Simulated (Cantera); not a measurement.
# Ignition delay

Mixture: 11.7 % CH3OH, 18.3 % O2, 69.0 % N2, 1.01 % H2, equivalence ratio 0.99, at 540000 Pa, adiabatic and at constant pressure. Ignition delay is the time to a rise of 400 K.

Detailed kinetics in Cantera: GRI-Mech 3.0 (53 species, 325 reactions). GRI-Mech 3.0 was tuned for natural gas; its chemistry of methanol as a main component is partial and can be far from experiment.

```tsv
T0 (K)	delay (ms)
1225	1.42
1300	0.481
1375	0.186
1450	0.0812
1525	0.0395
1600	0.0211
```

- apparent activation energy between 1450 and 1600 K = 170 kJ/mol
